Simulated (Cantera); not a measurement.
A freely propagating, adiabatic, planar premixed flame of CH4 : O2 : N2 : CO2 = 1 : 1.82 : 5.27 : 0.25 (molar parts), unburnt at 548 K and 3.00 bar; mixture-averaged transport, grid criteria slope 0.08 and curve 0.16, no radiation.

Cantera simulation using GRI-Mech 3.0 (53 species, 325 reactions); the numbers are that mechanism's predictions, not measurements. Burning velocities carry a grid error of a few per cent, more on coarse grids.

Problem. What does this change do: inlet temperature 548 to 600 K?

Solution. 
| quantity | before | after |
|---|---|---|
| laminar burning velocity | 97.0 cm/s | 115 cm/s |
| thermal thickness | 0.123 mm | 0.117 mm |
| peak x(HCO) | 6.09e-5 | 6.70e-5 |
| peak x(CH2CO) | 0.000263 | 0.000273 |
| peak x(HCN) | 9.65e-6 | 1.01e-5 |

Problem. What does this change do: inlet temperature 548 to 323 K?

Solution. 
```csv
quantity,before,after
laminar burning velocity,97.0 cm/s,39.4 cm/s
thermal thickness,0.123 mm,0.155 mm
peak x(HCO),6.09e-5,3.94e-5
peak x(CH2CO),0.000263,0.000229
peak x(HCN),9.65e-6,8.14e-6
```
